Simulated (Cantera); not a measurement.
A freely propagating, adiabatic, planar premixed flame of H2 : O2 : N2 = 1 : 0.769 : 2.38 (molar parts), equivalence ratio 0.65, unburnt at 375 K and 1.00 atm; mixture-averaged transport, grid criteria slope 0.08 and curve 0.16, no radiation.

Model: the H2/O2 subset of GRI-Mech 3.0, which has no nitrogen chemistry, integrated in Cantera. Burning velocities carry a grid error of a few per cent, more on coarse grids. Lean hydrogen flames are cellular in practice and burn faster than this planar one.

**Question.** What does this change do: 0.25 parts H2O added?

**Answer.** 
| quantity | before | after |
|---|---|---|
| laminar burning velocity | 229 cm/s | 179 cm/s |
| thermal thickness | 0.334 mm | 0.324 mm |
| peak x(H) | 0.0214 | 0.0143 |
| peak x(O) | 0.0118 | 0.00793 |
| peak x(HO2) | 0.000477 | 0.000529 |
